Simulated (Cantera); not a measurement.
A perfectly stirred reactor is fed with C2H6 : N2 = 1 : 33 (molar parts), at 2670 Pa; it is held at 2000 K, and followed from long to short residence time.

Computed with Cantera and GRI-Mech 3.0 (53 species, 325 reactions). GRI-Mech 3.0 stops at C3 and has no aromatics, soot or wall deposition, so with more carbon than oxygen in the feed, carbon stays in small species such as C2H2 where larger ones or solid carbon would form. Radical loss at walls, strong at low pressure, is not modelled.

Task: What does this change do: temperature 2000 to 1050 K?

Result: 
```
quantity                  before     after
----------------------  --------  --------
x(C2H6) at τ = 18.0 s    5.76e-8   0.00430
x(C2H4) at τ = 18.0 s    4.57e-7    0.0176
x(H) at τ = 18.0 s       0.00192   6.12e-7
x(C2H) at τ = 18.0 s     1.47e-5  4.08e-12
x(HCN) at τ = 18.0 s      0.0107  1.62e-12
x(C2H6) at τ = 62.0 ms   1.87e-5    0.0292
x(C2H4) at τ = 62.0 ms  0.000119  0.000182
x(H) at τ = 62.0 ms      0.00142   1.90e-7
x(C2H) at τ = 62.0 ms    1.34e-5    <1e-12
x(HCN) at τ = 62.0 ms   0.000656    <1e-12
```

Task: What does this change do: temperature 2000 to 1225 K?

Result: 
```
quantity                  before     after
----------------------  --------  --------
x(C2H6) at τ = 18.0 s    5.76e-8  0.000229
x(C2H4) at τ = 18.0 s    4.57e-7   0.00208
x(H) at τ = 18.0 s       0.00192   6.67e-6
x(C2H) at τ = 18.0 s     1.47e-5  7.77e-10
x(HCN) at τ = 18.0 s      0.0107   2.66e-9
x(C2H6) at τ = 62.0 ms   1.87e-5    0.0195
x(C2H4) at τ = 62.0 ms  0.000119   0.00810
x(H) at τ = 62.0 ms      0.00142   7.15e-6
x(C2H) at τ = 62.0 ms    1.34e-5  1.18e-10
x(HCN) at τ = 62.0 ms   0.000656   1.15e-9
```
